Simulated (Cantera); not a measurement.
**Equilibrium for carbothermic reduction: Fe₃O₄ + C + CO**

A closed system holds: 1 mol Fe₃O₄, 1.5 mol C, 2.9 mol CO, equilibrated at 1.10 mbar.

Method: chemical equilibrium by Gibbs-energy minimisation in Cantera with the NASA 1993 tables (ideal gas, pure condensed phases). Candidate condensed phases: C, Fe, Fe(CO)₅, FeO, Fe₂O₃, Fe₃O₄; 15 gas species. Each liquid is taken as pure. Mutual solubility and eutectic melting of coexisting phases are not modelled. The tables' stoichiometric FeO is somewhat more stable than real wüstite, so its field is too wide. FeO: taken at fixed stoichiometry. Equilibrium is a limit: real reactors are often held back by kinetics, nucleation or transport.

From 1402 °C to 1527 °C the condensed part is Fe(δ) + FeO(l). From 1552 °C to 1652 °C the condensed part is Fe(l) + FeO(l). From 1677 °C to 1702 °C the condensed part is FeO(l). The main Fe-bearing gas is Fe throughout. The share of Fe in condensed phases is highest at 1402 °C (99.4 %) and lowest at 1702 °C (65.2 %).

```tsv
T (°C)	x CO	x Fe	x CO₂	x FeO	n Fe(δ)	n FeO(l)	n Fe(l)
1402	0.872	0.00377	0.124	1.39e-5	1.03	1.95	0
1427	0.874	0.00572	0.120	2.29e-5	1.01	1.97	0
1452	0.876	0.00856	0.116	3.69e-5	0.976	1.99	0
1477	0.876	0.0127	0.112	5.87e-5	0.942	2.00	0
1502	0.874	0.0185	0.108	9.20e-5	0.900	2.02	0
1527	0.869	0.0268	0.104	0.000142	0.847	2.03	0
1552	0.862	0.0380	0.100	0.000218	0	2.04	0.784
1577	0.850	0.0532	0.0969	0.000329	0	2.05	0.703
1602	0.833	0.0738	0.0931	0.000491	0	2.06	0.592
1627	0.809	0.101	0.0888	0.000725	0	2.06	0.439
1652	0.777	0.138	0.0838	0.00106	0	2.07	0.224
1677	0.739	0.176	0.0828	0.00153	0	2.05	0
1702	0.711	0.189	0.0975	0.00219	0	1.96	0
```
x: gas mole fraction; n: condensed amount in mol.
